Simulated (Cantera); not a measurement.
An adiabatic, constant-pressure homogeneous reactor starts with CH₃OH : O₂ : N₂ = 1 : 0.6 : 4.08 (molar parts), equivalence ratio 2.5, at 1773 K and 0.247 atm. Integrator tolerance rtol = 1e-08.

Model: GRI-Mech 3.0 (53 species, 325 reactions), integrated in Cantera. GRI-Mech 3.0 was tuned for natural gas; its chemistry of methanol as a main component is partial and can be far from experiment.

Problem. What does this change do: constant volume in place of constant pressure?

Solution. 
| quantity | before | after |
|---|---|---|
| time of steepest temperature rise | 96.4 µs | 83.7 µs |
| temperature at 1.00 s | 2414 K | 2593 K |
| equilibrium temperature | 2414 K | 2593 K |
| x(CH₃OH) at 1.00 s | <1e-12 (gas-phase equilibrium <1e-12) | <1e-12 (gas-phase equilibrium <1e-12) |
| x(O₂) at 1.00 s | 7.34e-5 (gas-phase equilibrium 7.34e-5) | 0.000228 (gas-phase equilibrium 0.000228) |
| x(HCN) at 1.00 s | 1.53e-8 (gas-phase equilibrium 1.53e-8) | 2.76e-8 (gas-phase equilibrium 2.76e-8) |
| x(C₂H) at 1.00 s | <1e-12 (gas-phase equilibrium <1e-12) | <1e-12 (gas-phase equilibrium <1e-12) |
| x(CH₂) at 1.00 s | <1e-12 (gas-phase equilibrium <1e-12) | <1e-12 (gas-phase equilibrium <1e-12) |
| x(CH₂CO) at 1.00 s | <1e-12 (gas-phase equilibrium <1e-12) | <1e-12 (gas-phase equilibrium <1e-12) |
| x(CH₃) at 1.00 s | <1e-12 (gas-phase equilibrium 1.01e-12) | 2.18e-12 (gas-phase equilibrium 2.47e-12) |

Problem. What does this change do: CH3OH 1 to 0.75 parts?

Solution. 
```json
[
 {"quantity": "time of steepest temperature rise", "before": "96.4 µs", "after": "0.111 ms"},
 {"quantity": "temperature at 1.00 s", "before": "2414 K", "after": "2523 K"},
 {"quantity": "equilibrium temperature", "before": "2414 K", "after": "2523 K"},
 {"quantity": "x(CH₃OH) at 1.00 s", "before": "<1e-12 (gas-phase equilibrium <1e-12)", "after": "<1e-12 (gas-phase equilibrium <1e-12)"},
 {"quantity": "x(O₂) at 1.00 s", "before": "7.34e-5 (gas-phase equilibrium 7.34e-5)", "after": "0.000715 (gas-phase equilibrium 0.000715)"},
 {"quantity": "x(HCN) at 1.00 s", "before": "1.53e-8 (gas-phase equilibrium 1.53e-8)", "after": "5.01e-9 (gas-phase equilibrium 5.01e-9)"},
 {"quantity": "x(C₂H) at 1.00 s", "before": "<1e-12 (gas-phase equilibrium <1e-12)", "after": "<1e-12 (gas-phase equilibrium <1e-12)"},
 {"quantity": "x(CH₂) at 1.00 s", "before": "<1e-12 (gas-phase equilibrium <1e-12)", "after": "<1e-12 (gas-phase equilibrium <1e-12)"},
 {"quantity": "x(CH₂CO) at 1.00 s", "before": "<1e-12 (gas-phase equilibrium <1e-12)", "after": "<1e-12 (gas-phase equilibrium <1e-12)"},
 {"quantity": "x(CH₃) at 1.00 s", "before": "<1e-12 (gas-phase equilibrium 1.01e-12)", "after": "<1e-12 (gas-phase equilibrium <1e-12)"}
]
```

Problem. What does this change do: 0.23 parts H2O added?

Solution. 
| quantity | before | after |
|---|---|---|
| time of steepest temperature rise | 96.4 µs | 84.6 µs |
| temperature at 1.00 s | 2414 K | 2393 K |
| equilibrium temperature | 2414 K | 2393 K |
| x(CH₃OH) at 1.00 s | <1e-12 (gas-phase equilibrium <1e-12) | <1e-12 (gas-phase equilibrium <1e-12) |
| x(O₂) at 1.00 s | 7.34e-5 (gas-phase equilibrium 7.34e-5) | 8.03e-5 (gas-phase equilibrium 8.03e-5) |
| x(HCN) at 1.00 s | 1.53e-8 (gas-phase equilibrium 1.53e-8) | 1.22e-8 (gas-phase equilibrium 1.22e-8) |
| x(C₂H) at 1.00 s | <1e-12 (gas-phase equilibrium <1e-12) | <1e-12 (gas-phase equilibrium <1e-12) |
| x(CH₂) at 1.00 s | <1e-12 (gas-phase equilibrium <1e-12) | <1e-12 (gas-phase equilibrium <1e-12) |
| x(CH₂CO) at 1.00 s | <1e-12 (gas-phase equilibrium <1e-12) | <1e-12 (gas-phase equilibrium <1e-12) |
| x(CH₃) at 1.00 s | <1e-12 (gas-phase equilibrium 1.01e-12) | <1e-12 (gas-phase equilibrium <1e-12) |
